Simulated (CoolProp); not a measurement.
Saturation properties of dimethyl carbonate.

The numbers come from the reference Helmholtz-energy equation of state, Zhou 2011 in CoolProp.

```csv
T (K),p (kPa),enthalpy of vaporisation (kJ/kg),liquid cp (kJ/(kg K)),vapour Z,surface tension (mN/m)
377,154.1,365.9,1.994,…,17.2
386.7,202.8,358.8,2.021,0.9518,15.9
396.3,262.0,351.6,2.048,0.9420,14.7
406,…,344.0,2.078,0.9308,13.4
415.7,422.1,336.1,…,0.9182,12.3
425.4,525.9,327.9,2.141,0.9041,11.1
435,646.7,319.5,2.175,0.8887,9.99
444.7,789.2,310.4,2.212,0.8714,8.91
454.4,954.3,300.9,2.253,…,7.86
464.1,1144,290.8,2.299,0.8312,6.84
473.7,1359,280.0,2.352,0.8082,5.88
483.4,1607,268.3,2.416,0.7824,4.95
493.1,…,255.4,2.496,…,4.07
502.8,…,241.1,2.599,0.7212,3.24
512.4,2559,225.0,2.739,0.6847,2.47
```

### Question
Complete the blanks.

### Answer

- 377, vapour Z: 0.9606
- 406, p (kPa): 334.7
- 415.7, liquid cp (kJ/(kg K)): 2.109
- 454.4, vapour Z: 0.8523
- 493.1, p (kPa): 1888
- 493.1, vapour Z: 0.7536
- 502.8, p (kPa): 2205

It boils at 363.3 K under 1 atm.

Surface tension comes from a separate correlation (Mulero 2014).
